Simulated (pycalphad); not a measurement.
Source of the numbers: pycalphad with the COST 507 light-alloy database (1999); pressure 1 atm. The data set is of 1999 and partly superseded. Kinetics are ignored, which matters at the lower temperatures.

Molar enthalpy of Si-41.7Y (at.%) in equilibrium (SER reference):

```tsv
T (K)	H (kJ/mol)	phases
2450	50.13	liquid
2300	45.05	liquid
2150	39.98	liquid
2075	37.44	liquid
2000	14.37	liquid + SIY
1850	-32.41	SI5Y3_H + SIY
1775	-34.83	SI5Y3_H + SIY
1700	-37.25	SI5Y3_H + SIY
1550	-42.05	SI5Y3_H + SIY
1400	-46.73	SI5Y3_H + SIY
1250	-51.28	SI5Y3_H + SIY
1100	-55.70	SI5Y3_H + SIY
950	-60.00	SI5Y3_H + SIY
800	-64.16	SI5Y3_H + SIY
650	-68.67	SI5Y3_R + SIY
500	-72.54	SI5Y3_R + SIY
```

Cooling from 2075 K to 1850 K, across the freezing range, releases 69.9 kJ/mol, or 1310 J/g. The slope is 34 J/(mol K) in the liquid and 32 J/(mol K) just below the solidus, where it includes any heat of precipitation. Liquidus 2067 K, solidus 1915 K. Changes were sought between steps of 75 K, so a narrower field can be missed.

Database names, with the compositions (at.%) that they take in these runs: SIY: Si 50 Y 50; SI5Y3_H: Si 62 Y 38; SI5Y3_R: Si 62 Y 38.
